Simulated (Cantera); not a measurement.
What does this Cantera script print?

```python
import numpy as np
import cantera as ct

gas = ct.Solution("gri30.yaml")
gas.TPX = 1098, 2000, {'C2H6': 1, 'N2': 1.4}
inlet = ct.Reservoir(gas, clone=True)

reactor = ct.IdealGasConstPressureReactor(gas, energy="off", clone=False)
exhaust = ct.Reservoir(gas, clone=True)
tau = [20, 3.7, 0.7, 0.13, 0.025, 0.0047, 0.00088, 0.00017][0]
for a, b in ((inlet, reactor), (reactor, exhaust)):
    ct.MassFlowController(a, b, mdot=lambda t: reactor.mass / tau)
net = ct.ReactorNet([reactor])
show = ['C2H6', 'C2H', 'C2H4', 'H', 'CH2', 'CH3']

rows = []
print(f"{'tau/s':>10s}{'T/K':>9s}" + "".join(f"{s:>11s}" for s in show))
for tau in [20, 3.7, 0.7, 0.13, 0.025, 0.0047, 0.00088, 0.00017]:
    net.initial_time = 0.0
    net.advance(30 * tau)
    before = gas.X
    net.advance(40 * tau)
    drift = np.max(np.abs(gas.X - before) / (gas.X + 1e-9))
    rows.append([gas.T, *gas[show].X, drift])
    print(f"{tau:10.3e}{gas.T:9.1f}" + "".join(f"{x:11.3e}" for x in gas[show].X))
```

Output:

```
     tau/s      T/K       C2H6        C2H       C2H4          H        CH2        CH3
 2.000e+01   1098.0  1.452e-02  3.447e-11  1.769e-01  2.388e-06  2.955e-11  9.150e-06
 3.700e+00   1098.0  6.209e-02  1.552e-11  2.053e-01  2.568e-06  6.920e-11  1.628e-05
 7.000e-01   1098.0  2.126e-01  4.011e-12  1.313e-01  2.080e-06  1.192e-10  2.623e-05
 1.300e-01   1098.0  3.619e-01  1.005e-12  3.641e-02  1.621e-06  1.350e-10  3.103e-05
 2.500e-02   1098.0  4.082e-01  1.277e-13  5.674e-03  1.134e-06  6.795e-11  2.181e-05
 4.700e-03   1098.0  4.162e-01  1.663e-15  3.071e-04  3.251e-07  8.638e-12  8.521e-06
 8.800e-04   1098.0  4.166e-01  1.094e-19  6.392e-06  3.622e-08  1.122e-12  4.212e-06
 1.700e-04   1098.0  4.167e-01  3.263e-25  7.246e-08  2.082e-09  5.762e-14  1.270e-06
```

Computed with Cantera and GRI-Mech 3.0 (53 species, 325 reactions). GRI-Mech 3.0 stops at C3 and has no aromatics, soot or wall deposition, so with more carbon than oxygen in the feed, carbon stays in small species such as C2H2 where larger ones or solid carbon would form. Radical loss at walls, strong at low pressure, is not modelled.
